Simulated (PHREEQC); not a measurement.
Solution (25 °C): 0.0025 mol/kgw Na2SeO4. Closed to the air; pH follows from the charge balance.

The numbers come from PHREEQC with the ion-association model, wateq4f.dat.

| Quantity | Value |
|---|---|
| pH | 7.01 |
| ionic strength | 0.00750 mol/kgw |

```tsv
species	molality	activity	log γ
Na+	0.00500	0.00457	-0.039
SeO4-2	0.00250	0.00174	-0.158
OH-	1.13e-7	1.03e-7	-0.040
H+	1.05e-7	9.68e-8	-0.035
HSeO4-	8.42e-9	7.69e-9	-0.040
```

This is a speciation only: nothing precipitates in the calculation.
